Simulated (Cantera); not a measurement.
A closed system holds: 1 mol SiHCl3, 4 mol HCl, 98 mol H2, at 850 K and 13.3 mbar.

These are equilibrium values from Cantera (NASA tables, ideal gas, pure condensed phases), not measurements of a reactor. Candidate condensed phases: Si; 19 gas species. Kinetics and transport are ignored.

Base state: H2 0.961, HCl 0.0296, SiCl4 0.00920, SiHCl3 0.000495 (mole fractions); condensed: gas only.

Q: What changes in the equilibrium state with this change: temperature from 850 K to 1473 K?

A: 
```csv
species,before,after
H2,0.961,0.941
HCl,0.0296,0.0500
SiCl2,4.73e-7,0.00836
SiCl4,0.00920,8.97e-6
H,<1e-9,0.000106
SiHCl3,0.000495,1.59e-5
SiCl3,7.83e-6,0.000148
"Si(s), mol",0,0.111
```
The tables' values for SiCl3 are old estimates; treat these amounts as uncertain.
